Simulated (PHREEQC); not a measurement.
Solution (25 °C): 0.0018 mol/kgw ZnCl2, 0.00015 mol/kgw KCl and 0.00076 mol/kgw HCl. Closed to the air; pH follows from the charge balance.

All values are PHREEQC results (ion-association model, phreeqc.dat), not measurements.

```
Item                           Result
--------------------  ---------------
pH                               3.15
ionic strength        0.00628 mol/kgw
specific conductance        755 µS/cm
total alkalinity        -0.760 meq/kg
```

```json
[
 {"species": "Cl-", "molality": "0.00449", "activity": "0.00413", "log γ": "-0.037"},
 {"species": "Zn+2", "molality": "0.00178", "activity": "0.00128", "log γ": "-0.143"},
 {"species": "H+", "molality": "0.000760", "activity": "0.000705", "log γ": "-0.033"},
 {"species": "K+", "molality": "0.000150", "activity": "0.000138", "log γ": "-0.037"},
 {"species": "ZnCl+", "molality": "1.55e-5", "activity": "1.43e-5", "log γ": "-0.037"},
 {"species": "ZnCl2", "molality": "6.16e-8", "activity": "6.17e-8", "log γ": "0.001"},
 {"species": "ZnOH+", "molality": "2.17e-9", "activity": "2.00e-9", "log γ": "-0.036"}
]
```

Precipitation was switched off in this run. Species that the database lacks are ignored.
